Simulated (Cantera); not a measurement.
# Adiabatic ignition

An adiabatic, constant-pressure homogeneous reactor starts with CH4 : C2H6 : C3H8 : O2 : N2 = 1 : 0.2 : 0.17 : 4.33 : 16.3 (molar parts), equivalence ratio 0.82, at 1575 K and 100000 Pa.

Detailed kinetics in Cantera: GRI-Mech 3.0 (53 species, 325 reactions). GRI-Mech 3.0 was tuned for natural gas; its chemistry of propane as a main component is partial and can be far from experiment.

```
t (s)     T (K)   x CH4   x C2H6    x C3H8      x NO    x CH2     x N2O
--------  -----  ------  -------  --------  --------  -------  --------
4.00e-6    1572  0.0454  0.00895   0.00746    <1e-12  3.78e-8  8.84e-11
1.44e-5    1568  0.0445  0.00828   0.00643  1.70e-11  5.45e-7   1.07e-9
5.17e-5    1707  0.0307  0.00225  0.000685   5.88e-9  1.17e-5   1.89e-8
0.000186   2568  <1e-12   <1e-12    <1e-12  0.000369   <1e-12   3.02e-7
0.000667   2716  <1e-12   <1e-12    <1e-12   0.00270   <1e-12   5.91e-7
0.00240    2711  <1e-12   <1e-12    <1e-12   0.00871   <1e-12   6.36e-7
0.00862    2706  <1e-12   <1e-12    <1e-12    0.0130   <1e-12   6.89e-7
0.0310     2706  <1e-12   <1e-12    <1e-12    0.0131   <1e-12   6.91e-7
0.111      2706  <1e-12   <1e-12    <1e-12    0.0131   <1e-12   6.91e-7
0.400      2706  <1e-12   <1e-12    <1e-12    0.0131   <1e-12   6.91e-7
```
x: mole fraction; the columns are a selection and need not sum to one.

The time of steepest temperature rise is 65.4 µs and the temperature at 0.400 s comes out as 2706 K. The equilibrium temperature is 2706 K and the x(CH4) at 0.400 s is <1e-12 (gas-phase equilibrium <1e-12). The x(C2H6) at 0.400 s comes out as <1e-12 (gas-phase equilibrium <1e-12) and the x(C3H8) at 0.400 s is <1e-12 (gas-phase equilibrium <1e-12).
